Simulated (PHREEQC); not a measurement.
Make-up at 25 °C: 0.0095 mol KH2PO4 and 0.17 mol NaF per kg of water. Closed to the air; pH follows from the charge balance.

Model: ion-association model, phreeqc.dat, run in PHREEQC.

| quantity | before | after |
|---|---|---|
| pH | 5.63 | 4.73 |
| ionic strength (mol/kgw) | 0.172 | 0.00956 |
| H2PO4- (mol/kgw) | 0.00887 | 0.00943 |
| HPO4-2 (mol/kgw) | 0.000571 | 4.28e-5 |
| KHPO4- (mol/kgw) | 3.18e-6 | 5.31e-7 |

Task: Name the change that produced these shifts.
A. diluted 5-fold with water
B. temperature from 25 to 75 °C
C. NaF from 0.17 to 0.017 mol/kgw
D. NaF left out
E. 0.066 mol/kgw Na2SO4 added

Result: D, NaF left out

No solid was allowed to form.
